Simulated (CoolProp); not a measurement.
Vapour-liquid equilibrium of CHF3 (R23) (1) + C2F6 (R116) (2) at 12.9 bar; x and y are mole fractions of (1).

Model: multi-fluid Helmholtz-energy mixture model, Penoncello 2003 and Lemmon 2006; pair parameters Bell 2016, in CoolProp.

Q: Give the bubble temperature and the first vapour's composition at x = 0.25, 0.35, 0.85. Is there an azeotrope?

A: x = 0.25: -24.1 °C, y = 0.380; x = 0.35: -25.9 °C, y = 0.460; x = 0.85: -26.3 °C, y = 0.791. y crosses x between x = 0.55 and 0.65: the model has an azeotrope there.

The pair parameters rest on a limited set of measurements; away from them the model extrapolates.
